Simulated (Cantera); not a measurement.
## BN + H₂O + NF₃ + HF (nitride etching)

A closed system holds: 1 mol BN, 11 mol H₂O, 1.5 mol NF₃, 0.0056 mol HF, held at 10.0 mbar.

Equilibrium computed with Cantera from the NASA thermochemical tables; the gas is ideal and each condensed phase is pure. Candidate condensed phases: B, BN, B₂O₃, B₃O₃H₃, H₂O; 62 gas species. Gases not in the tables: H₃BO₃. Equilibrium is a limit: real reactors are often held back by kinetics, nucleation or transport.

From 1448 K to 2048 K nothing is condensed.

```
T (K)  log p H₂O  log p HF  log p N₂  log p BOF  log p HBO₂  log p O₂  log p H₂  log p OH
-----  ---------  --------  --------  ---------  ----------  --------  --------  --------
1448       -2.24     -2.59     -3.09      -3.44       -3.56     -3.61     -6.47     -5.66
1498       -2.24     -2.59     -3.09      -3.44       -3.55     -3.62     -6.17     -5.47
1548       -2.24     -2.59     -3.09      -3.44       -3.55     -3.62     -5.89     -5.29
1598       -2.24     -2.59     -3.09      -3.44       -3.54     -3.62     -5.62     -5.11
1648       -2.24     -2.59     -3.09      -3.45       -3.54     -3.62     -5.37     -4.95
1698       -2.24     -2.59     -3.09      -3.45       -3.54     -3.62     -5.14     -4.80
1748       -2.25     -2.59     -3.09      -3.45       -3.53     -3.62     -4.92     -4.66
1798       -2.25     -2.59     -3.09      -3.46       -3.53     -3.62     -4.72     -4.52
1848       -2.25     -2.59     -3.09      -3.46       -3.53     -3.61     -4.52     -4.40
1898       -2.25     -2.59     -3.09      -3.46       -3.53     -3.61     -4.34     -4.27
1948       -2.25     -2.59     -3.09      -3.47       -3.53     -3.60     -4.17     -4.16
1998       -2.26     -2.59     -3.10      -3.47       -3.53     -3.58     -4.01     -4.05
2048       -2.26     -2.59     -3.10      -3.47       -3.53     -3.57     -3.87     -3.94
```
log p: log10 of the partial pressure in bar; nothing condenses.
